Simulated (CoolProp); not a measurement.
The fluid at 293.15 K and 9.83 MPa (supercritical) is heated at constant pressure to 394.4 K. The same conditions are run with several fluids, on thermodynamics alone (safety and materials aside).

Values from CoolProp's reference Helmholtz-energy equation of state of each fluid (C2F6 (R116): Lemmon 2006; ethylene: Smukala 2000; CF4 (R14): Platzer 1990; methane: Setzmann 1991). The equations of Platzer and Polt are older, rougher fits.

```tsv
fluid	heat (kJ/kg)	final density (kg/m³)
C2F6 (R116)	128	556
ethylene	(withheld)	106
CF4 (R14)	(withheld)	283
methane	(withheld)	49.7
```

Question: What belongs in the gaps?

Answer: 
- ethylene, heat (kJ/kg): 375
- CF4 (R14), heat (kJ/kg): 99.6
- methane, heat (kJ/kg): 288
